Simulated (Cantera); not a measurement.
A freely propagating, adiabatic, planar premixed flame of CH4 : H2 : O2 : N2 = 1 : 0.84 : 3.14 : 11.8 (molar parts), equivalence ratio 0.77, unburnt at 723 K and 520000 Pa; unity-Lewis-number transport, grid criteria slope 0.08 and curve 0.16, no radiation.

Detailed kinetics in Cantera: GRI-Mech 3.0 (53 species, 325 reactions). Unity Lewis numbers drop preferential diffusion, which matters most where H2 and H carry the flame. Burning velocities carry a grid error of a few per cent, more on coarse grids.

x: mole fraction of selected species; z is measured from the peak of heat release.

| z (mm) | T (K) | u (m/s) | x CH4 | x H2 | x O2 | x NO | x C2H | x CO2 |
|---|---|---|---|---|---|---|---|---|
| -0.212 | 724 | 1.28 | 0.0596 | 0.0500 | 0.187 | <1e-8 | <1e-8 | 1.39e-5 |
| -0.141 | 729 | 1.29 | 0.0593 | 0.0499 | 0.187 | 2.77e-8 | <1e-8 | 0.000102 |
| -0.106 | 744 | 1.31 | 0.0586 | 0.0495 | 0.185 | 9.89e-8 | <1e-8 | 0.000354 |
| -0.0707 | 815 | 1.44 | 0.0553 | 0.0478 | 0.179 | 4.89e-7 | <1e-8 | 0.00157 |
| -0.0353 | 1127 | 1.99 | 0.0399 | 0.0397 | 0.150 | 2.86e-6 | <1e-8 | 0.00723 |
| -0.0177 | 1463 | 2.58 | 0.0226 | 0.0305 | 0.118 | 6.04e-6 | <1e-8 | 0.0140 |
| 0 | 1823 | 3.22 | 0.00514 | 0.0180 | 0.0785 | 1.09e-5 | 5.11e-8 | 0.0236 |
| 0.0177 | 1994 | 3.52 | 0.000349 | 0.00879 | 0.0584 | 1.64e-5 | 3.21e-8 | 0.0331 |
| 0.0353 | 2067 | 3.63 | [?] | [?] | [?] | [?] | <1e-8 | [?] |
| 0.0707 | 2150 | 3.75 | 6.96e-8 | 0.00434 | 0.0487 | 2.66e-5 | <1e-8 | 0.0477 |
| 0.141 | 2225 | 3.86 | <1e-8 | 0.00263 | 0.0459 | 3.45e-5 | <1e-8 | 0.0539 |
| 0.283 | 2273 | 3.93 | <1e-8 | [?] | 0.0444 | [?] | <1e-8 | 0.0576 |
| 0.566 | 2294 | 3.96 | <1e-8 | 0.000853 | 0.0438 | 5.75e-5 | <1e-8 | 0.0592 |

What belongs in the gaps?


- 0.0353, x CH4: 1.57e-5
- 0.0353, x H2: 0.00601
- 0.0353, x O2: 0.0526
- 0.0353, x NO: 2.06e-5
- 0.0353, x CO2: 0.0400
- 0.283, x H2: 0.00138
- 0.283, x NO: 4.45e-5
